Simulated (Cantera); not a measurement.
Feed: 1 mol SiH4, 0.085 mol Cl2, a varied amount of H2, 0.018 mol HCl, at 1773.15 K and 1.40 mbar.

Method: chemical equilibrium by Gibbs-energy minimisation in Cantera with the NASA 1993 tables (ideal gas, pure condensed phases). Candidate condensed phases: Si; 19 gas species. The tables' values for SiCl are old estimates; treat these amounts as uncertain. Gases not in the tables: Si2H6 and higher silanes. Equilibrium is a limit: real reactors are often held back by kinetics, nucleation or transport.

Question: At 34 mol H2, list the 5 most abundant gas species with their mole fractions, and the condensed phases.

Answer: H2 0.986, H 0.00756, HCl 0.00496, Si 0.00152, SiCl2 8.02e-5. Condensed: Si(l).
